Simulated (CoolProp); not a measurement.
1000 sccm (0 °C, 1 atm) of nitrogen bubbles through liquid hexamethyldisiloxane (MM) at 344.9 K and leaves saturated at a total pressure of 0.15 MPa (ideal gas phase). Each further row changes one setting.

The numbers come from the reference Helmholtz-energy equation of state, Thol 2016 in CoolProp.

```csv
case,vapour pressure (kPa),mole fraction of vapour,delivery (mg/min),delivery (sccm),change of delivery for a bath 1 K warmer (%)
as stated,40.4,0.269,___,368,5.0
bath temperature 349.9 K,48.0,0.320,___,471,___
total pressure 0.3 MPa,40.4,0.135,___,155,4.2
```

Complete the blanks.


- as stated, delivery (mg/min): 2670
- bath temperature 349.9 K, delivery (mg/min): 3410
- bath temperature 349.9 K, change of delivery for a bath 1 K warmer (%): 5.2
- total pressure 0.3 MPa, delivery (mg/min): 1130
